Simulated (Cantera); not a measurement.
What does this Cantera script print?

```python
import numpy as np
import cantera as ct

gas = ct.Solution("gri30.yaml")
gas.TPX = 1675, 37000, {'CH4': 1, 'C2H6': 0.28, 'C3H8': 0.46, 'O2': 2.3, 'N2': 7.35}
reactor = ct.IdealGasConstPressureReactor(gas, energy="on", clone=False)
net = ct.ReactorNet([reactor])
net.rtol, net.atol = 1e-08, 1e-16
show = ['CH4', 'C2H6', 'C3H8', 'O2', 'OH', 'N2O']
times = np.geomspace(5e-06, 0.3, 11)

steps = ct.SolutionArray(gas, extra=["t"])
rows = []
print(f"{'t/s':>10s}{'T/K':>9s}{'P/Pa':>11s}" + "".join(f"{s:>11s}" for s in show))
for t in times:
    while net.time < t:
        t_next = net.step()
        steps.append(gas.state, t=t_next)
    rows.append([np.interp(t, steps.t, y) for y in (steps.T, steps.P, *steps(*show).X.T)])
    print(f"{t:10.3e}{rows[-1][0]:9.1f}{rows[-1][1]:11.4g}" + "".join(f"{x:11.3e}" for x in rows[-1][2:]))
rate = np.gradient(steps.T, steps.t)
print("integrator steps:", len(steps.t))
if steps.T.max() > steps.T[0] + 200:
    print(f"time of steepest temperature rise: {steps.t[rate.argmax()]:.4e} s")
gas.TPX = 1675, 37000, {'CH4': 1, 'C2H6': 0.28, 'C3H8': 0.46, 'O2': 2.3, 'N2': 7.35}
gas.equilibrate("HP")
print(f"equilibrium (HP): T = {gas.T:.1f} K  " + "  ".join(f"{s} {gas[s].X[0]:.3e}" for s in show))
```

Result:

```
       t/s      T/K       P/Pa        CH4       C2H6       C3H8         O2         OH        N2O
 5.000e-06   1653.7    3.7e+04  8.711e-02  2.357e-02  3.727e-02  2.004e-01  4.766e-05  3.297e-10
 1.502e-05   1633.5    3.7e+04  8.472e-02  2.098e-02  2.956e-02  1.942e-01  1.171e-04  1.672e-09
 4.514e-05   1732.4    3.7e+04  7.244e-02  9.722e-03  6.387e-03  1.526e-01  4.015e-04  1.032e-08
 1.356e-04   2649.0    3.7e+04  1.292e-03  9.401e-08  9.344e-11  5.988e-05  1.732e-03  2.365e-08
 4.076e-04   2632.4    3.7e+04  3.457e-04  6.104e-09  1.316e-12  8.167e-06  1.273e-03  5.872e-08
 1.225e-03   2600.2    3.7e+04  5.404e-08  2.322e-16  7.526e-24  1.338e-05  1.563e-03  3.647e-08
 3.680e-03   2556.9    3.7e+04  8.597e-12  1.129e-23  3.983e-35  2.719e-05  2.142e-03  1.142e-08
 1.106e-02   2546.2    3.7e+04  6.007e-12  6.365e-24  1.520e-35  3.192e-05  2.298e-03  7.590e-09
 3.323e-02   2546.6    3.7e+04  5.905e-12  6.170e-24  1.453e-35  3.213e-05  2.306e-03  6.518e-09
 9.984e-02   2546.6    3.7e+04  5.897e-12  6.155e-24  1.448e-35  3.215e-05  2.306e-03  6.430e-09
 3.000e-01   2546.6    3.7e+04  5.897e-12  6.155e-24  1.448e-35  3.215e-05  2.306e-03  6.430e-09
integrator steps: 1705
time of steepest temperature rise: 8.2482e-05 s
equilibrium (HP): T = 2546.6 K  CH4 6.546e-12  C2H6 7.454e-24  C3H8 1.901e-35  O2 3.215e-05  OH 2.306e-03  N2O 6.430e-09
```

Model: GRI-Mech 3.0 (53 species, 325 reactions), integrated in Cantera. GRI-Mech 3.0 was tuned for natural gas; its chemistry of propane as a main component is partial and can be far from experiment.
